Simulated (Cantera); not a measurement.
Cantera run:

```python
import numpy as np
import cantera as ct

gas_names = """
    AL2CL6 CL2 ALCL
""".split()
cond_names = """

""".split()


# ... load() reads the species with a 1 bar reference pressure and builds the phases ...
species = {s.name: s for s in load("nasa_gas.yaml", gas_names) + load("nasa_condensed.yaml", cond_names)}
# Each term lists the table entries of one substance; the one whose range holds T is used.
reactions = {
    'Al2Cl6(g) = 2 Cl2(g) + 2 AlCl(g)':
        [(-1, ['AL2CL6']), (2, ['CL2']), (2, ['ALCL'])],
}


def pick(names, T):
    return next(species[n] for n in names if species[n].thermo.min_temp <= T <= species[n].thermo.max_temp)


results = []
for label, terms in reactions.items():
    print(label)
    print("     T/K   dH/kJ  dS/(J/K)   dG/kJ   log10 K")
    for T in [300, 823, 898, 973, 1048, 1123, 1198, 1273, 1348, 1423]:
        used = [(nu, pick(names, T)) for nu, names in terms]
        dH = sum(nu * s.thermo.h(T) for nu, s in used) / 1e6
        dS = sum(nu * s.thermo.s(T) for nu, s in used) / 1e3
        dG = dH - T * dS / 1e3
        logK = -dG * 1e6 / (ct.gas_constant * T * np.log(10))
        results.append((label, T, dH, dS, dG, logK, [s.name for _, s in used]))
        print(f"{T:8g} {dH:8.1f} {dS:8.1f} {dG:8.1f} {logK:8.2f}")
```

Result:

```
Al2Cl6(g) = 2 Cl2(g) + 2 AlCl(g)
     T/K   dH/kJ  dS/(J/K)   dG/kJ   log10 K
     300   1192.8    426.9   1064.7  -185.38
     823   1178.2    399.4    849.5   -53.91
     898   1176.0    396.8    819.6   -47.67
     973   1173.7    394.4    790.0   -42.41
    1048   1171.4    392.1    760.5   -37.90
    1123   1169.2    390.0    731.1   -34.01
    1198   1166.9    388.1    702.0   -30.61
    1273   1164.6    386.2    672.9   -27.61
    1348   1162.3    384.5    644.0   -24.96
    1423   1160.0    382.8    615.2   -22.58
```

Cantera with NASA thermochemical tables; ideal gases at 1 bar, condensed phases pure. Condensed species are held in their standard states even where they would react or evaporate.
